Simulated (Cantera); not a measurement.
Charge: 1 mol Fe₂O₃, 0.39 mol C, 2.3 mol H₂, held at 900 °C and 100 Torr.

These are equilibrium values from Cantera (NASA tables, ideal gas, pure condensed phases), not measurements of a reactor. Candidate condensed phases: C, C₆H₆, C₇H₈, C₈H₁₈, Fe, Fe(CO)₅, FeO, Fe(OH)₂, Fe(OH)₃, Fe₂O₃, Fe₃O₄, H₂O; 114 gas species. The tables' stoichiometric FeO is somewhat more stable than real wüstite, so its field is too wide. FeO: taken at fixed stoichiometry. Kinetics and transport are ignored.

Problem. What is the equilibrium state?

Solution. 
| Property | Result |
|---|---|
| x(H₂) | 0.656 |
| x(H₂O) | 0.199 |
| x(CO) | 0.117 |
| x(CO₂) | 0.0279 |
| x(CH₄) | 2.04e-6 |
| n(FeO(s)) | 2.00 mol |
| gas amount | 2.690 mol |
| log10 activity of Fe(α) (absent) | -0.06 |
| log10 activity of C(graphite) (absent) | -2.74 |
| log10 activity of Fe(OH)₂(s) (absent) | -6.76 |
